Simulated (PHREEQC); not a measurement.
0.018 g of hydrous ferric oxide (600 m²/g; 0.2 weak and 0.005 strong sites per Fe, Dzombak-Morel constants, diffuse double layer) in 1 kg of water with 0.1 mol/kgw of an inert sodium salt, at 25 °C; the pH is set by adding NaOH or the inert anion's acid. Oxygen alone is held at its pressure in air (log pO2 = -0.68). No CO2 enters from the air. No solid was allowed to form.

Equilibrium calculation in PHREEQC: ion-association model, wateq4f.dat.

Problem. Predict surface charge σ (C/m²), surface potential ψ (mV) at pH = 3.67, 6.33, 7, 10.33, 11.

Solution. 
```json
[
 {"pH": "3.67", "surface charge σ (C/m²)": "0.342", "surface potential ψ (mV)": "150"},
 {"pH": "6.33", "surface charge σ (C/m²)": "0.085", "surface potential ψ (mV)": "81"},
 {"pH": "7", "surface charge σ (C/m²)": "0.045", "surface potential ψ (mV)": "52"},
 {"pH": "10.33", "surface charge σ (C/m²)": "-0.121", "surface potential ψ (mV)": "-97"},
 {"pH": "11", "surface charge σ (C/m²)": "-0.190", "surface potential ψ (mV)": "-120"}
]
```

The oxide is taken as insoluble; below pH 4 it would dissolve.
